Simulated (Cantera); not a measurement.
Ignition delay

Mixture: 15.6 % CH4, 3.75 % CO, 15.1 % O2, 56.6 % N2, 8.91 % H2O, equivalence ratio 2.2, at 101000 Pa, adiabatic and at constant volume. Ignition delay is the time to a rise of 400 K.

Model: GRI-Mech 3.0 (53 species, 325 reactions), integrated in Cantera.

```json
[
 {"T0 (K)": "1050", "delay (ms)": "1250"},
 {"T0 (K)": "1150", "delay (ms)": "231"},
 {"T0 (K)": "1250", "delay (ms)": "51.2"},
 {"T0 (K)": "1350", "delay (ms)": "12.9"},
 {"T0 (K)": "1450", "delay (ms)": "3.65"},
 {"T0 (K)": "1550", "delay (ms)": "1.17"},
 {"T0 (K)": "1650", "delay (ms)": "0.431"},
 {"T0 (K)": "1750", "delay (ms)": "0.185"},
 {"T0 (K)": "1850", "delay (ms)": "0.0913"}
]
```

The apparent activation energy between 1650 and 1850 K is 200 kJ/mol.
